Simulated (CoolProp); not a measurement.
Vapour-liquid equilibrium of R113 (1) + benzene (2) at 63.4 kPa; x and y are mole fractions of (1).

Computed with CoolProp (multi-fluid Helmholtz-energy mixture model, Marx 1992 and Thol 2012; pair parameters Bell 2016).

Task: Give the bubble temperature and the first vapour's composition at x = 0.35, 0.5, 0.725. Is there an azeotrope?

Result: x = 0.35: 318.5 K, y = 0.654; x = 0.5: 315.0 K, y = 0.747; x = 0.725: 311.1 K, y = 0.860. No azeotrope shows between x = 0.05 and 0.95.

The pair parameters rest on a limited set of measurements; away from them the model extrapolates.
